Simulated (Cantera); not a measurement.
What does this Cantera script print?

```python
import numpy as np
import cantera as ct

gas = ct.Solution("h2o2.yaml")
gas.TPX = 350, 14000, {'H2': 1, 'O2': 1, 'N2': 4.2}
flame = ct.FreeFlame(gas, width=0.16)
flame.set_refine_criteria(ratio=3, slope=0.08, curve=0.16)
flame.transport_model = "mixture-averaged"
flame.solve(loglevel=0, auto=True)
z, T = flame.grid, flame.T
thick = (T[-1] - T[0]) / np.gradient(T, z).max()
show = ['H2', 'O2', 'OH', 'H', 'HO2', 'H2O2']
print(f"laminar burning velocity  {flame.velocity[0] * 100:.3f} cm/s")
print(f"burnt temperature         {T[-1]:.1f} K")
print(f"thermal thickness         {thick * 1e3:.4f} mm")
print(f"grid points               {len(z)}")
z0 = z[flame.heat_release_rate.argmax()]
print(f"{'z/mm':>9s}{'T/K':>9s}{'u/(m/s)':>9s}" + "".join(f"{s:>11s}" for s in show))
rows = []
for k in (-3, -2, -1.5, -1, -0.5, -0.25, 0, 0.25, 0.5, 1, 2, 4, 8):
    zz = z0 + k * thick
    rows.append([k * thick, np.interp(zz, z, T), np.interp(zz, z, flame.velocity),
                 *(np.interp(zz, z, flame.X[gas.species_index(s)]) for s in show)])
    print(f"{rows[-1][0] * 1e3:9.3f}{rows[-1][1]:9.1f}{rows[-1][2]:9.3f}" + "".join(f"{x:11.3e}" for x in rows[-1][3:]))
```

Output:

```
laminar burning velocity  79.847 cm/s
burnt temperature         1572.3 K
thermal thickness         4.5194 mm
grid points               98
     z/mm      T/K  u/(m/s)         H2         O2         OH          H        HO2       H2O2
  -13.558    350.0    0.798  1.612e-01  1.613e-01  2.768e-14  7.113e-15  1.823e-10  4.908e-11
   -9.039    350.0    0.798  1.609e-01  1.614e-01  4.247e-13  1.078e-13  3.686e-09  1.017e-09
   -6.779    350.1    0.798  1.602e-01  1.615e-01  4.018e-12  9.582e-13  3.691e-08  1.035e-08
   -4.519    351.2    0.797  1.567e-01  1.622e-01  8.829e-10  2.461e-10  9.903e-07  2.785e-07
   -2.260    415.3    0.920  1.320e-01  1.646e-01  4.735e-05  3.779e-05  9.622e-05  2.349e-05
   -1.130    660.9    1.431  9.540e-02  1.566e-01  3.552e-04  1.931e-03  5.363e-05  1.205e-05
    0.000    952.4    2.034  5.062e-02  1.329e-01  9.188e-04  8.271e-03  2.468e-05  1.187e-06
    1.130   1158.7    2.466  1.861e-02  1.058e-01  2.522e-03  1.231e-02  1.504e-05  1.310e-06
    2.260   1273.4    2.704  8.224e-03  9.462e-02  3.582e-03  1.087e-02  1.126e-05  1.181e-06
    4.519   1386.2    2.933  4.800e-03  9.032e-02  4.251e-03  6.506e-03  8.398e-06  7.515e-07
    9.039   1475.9    3.109  2.996e-03  8.910e-02  4.089e-03  2.776e-03  6.034e-06  3.940e-07
   18.077   1532.8    3.219  1.429e-03  8.889e-02  3.156e-03  8.289e-04  3.735e-06  2.013e-07
   36.155   1560.2    3.271  5.144e-04  8.912e-02  1.998e-03  1.711e-04  1.775e-06  9.956e-08
```

Model: the H2/O2 subset of GRI-Mech 3.0, which has no nitrogen chemistry, integrated in Cantera. Burning velocities carry a grid error of a few per cent, more on coarse grids. Lean hydrogen flames are cellular in practice and burn faster than this planar one.
